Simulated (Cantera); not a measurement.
A closed system holds: 1 mol Al, 1.4 mol N2, at 1798 K and 2000 Pa.

Equilibrium computed with Cantera from the NASA thermochemical tables; the gas is ideal and each condensed phase is pure. Candidate condensed phases: Al, AlN; 5 gas species. Kinetics and transport are ignored.

Problem. What is the equilibrium state?

Solution. 
```json
{
  "x(N2)": "1.000",
  "x(Al)": "0.000101",
  "n(AlN(s))": "1.000 mol",
  "gas_amount": "0.9001 mol",
  "log10 activity of Al(l) (absent)": "-2.58"
}
```
